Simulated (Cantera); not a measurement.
## Low-pressure radical oxidation in H2/O2

An isothermal, constant-pressure homogeneous reactor starts with 3.64 % H2, 53.5 % O2, 42.8 % N2, equivalence ratio 0.034, at 1000 K and 2670 Pa.

Computed with Cantera and the H2/O2 subset of GRI-Mech 3.0, which has no nitrogen chemistry. Radical loss at walls, strong at low pressure, is not modelled. The temperature is held fixed by assumption; the heat of reaction is taken as removed at once.

| t (s) | x H2 | x O2 | x H | x H2O | x H2O2 | x OH | x O |
|---|---|---|---|---|---|---|---|
| 4.00e-6 | 0.0364 | 0.535 | 1.49e-12 | <1e-12 | <1e-12 | <1e-12 | <1e-12 |
| 1.13e-5 | 0.0364 | 0.535 | 4.07e-12 | <1e-12 | <1e-12 | <1e-12 | <1e-12 |
| 3.17e-5 | 0.0364 | 0.535 | 1.07e-11 | <1e-12 | <1e-12 | 1.29e-12 | 1.44e-12 |
| 8.94e-5 | 0.0364 | 0.535 | 2.74e-11 | 3.88e-12 | <1e-12 | 7.62e-12 | 9.97e-12 |
| 0.000252 | 0.0364 | 0.535 | 8.26e-11 | 5.79e-11 | <1e-12 | 3.93e-11 | 6.81e-11 |
| 0.000710 | 0.0364 | 0.535 | 6.09e-10 | 1.13e-9 | <1e-12 | 3.58e-10 | 7.59e-10 |
| 0.00200 | 0.0364 | 0.535 | 9.23e-8 | 2.20e-7 | 1.69e-12 | 5.60e-8 | 1.22e-7 |
| 0.00563 | 0.0124 | 0.522 | 0.00823 | 0.0189 | 3.91e-7 | 0.00205 | 0.00746 |
| 0.0159 | 0.000381 | 0.523 | 0.00111 | 0.0357 | 1.51e-7 | 0.000622 | 0.00382 |
| 0.0447 | 4.93e-5 | 0.526 | 4.85e-5 | 0.0369 | 1.11e-7 | 0.000194 | 0.000543 |
| 0.126 | 5.97e-6 | 0.527 | 2.12e-6 | 0.0370 | 6.77e-8 | 6.73e-5 | 6.83e-5 |
| 0.355 | 7.49e-7 | 0.527 | 1.20e-7 | 0.0371 | 3.08e-8 | 2.61e-5 | 1.00e-5 |
| 1.00 | 1.11e-7 | 0.527 | 1.01e-8 | 0.0371 | 1.18e-8 | 1.15e-5 | 1.92e-6 |
x: mole fraction; the columns are a selection and need not sum to one.

Equilibrium at this temperature and pressure: H2 2.75e-11, O2 0.527, H <1e-12, H2O 0.0371, H2O2 1.24e-11, OH 2.19e-7, O 7.03e-10 (gas phase only).
